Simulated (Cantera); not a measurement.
Feed: 1 mol AlCl3, 0.51 mol N2, 2.5 mol H2O, held at 21.0 Pa.

These are equilibrium values from Cantera (NASA tables, ideal gas, pure condensed phases), not measurements of a reactor. Candidate condensed phases: Al, AlCl3, AlN, Al2O3, H2O, NH4Cl; 45 gas species. The numbers say what is thermodynamically allowed, not how fast it happens.

At 1675 K, list the 4 most abundant gas species with their mole fractions, and the condensed phases.

HCl 0.623, H2O 0.217, N2 0.111, Cl 0.0310. Condensed: Al2O3(s).
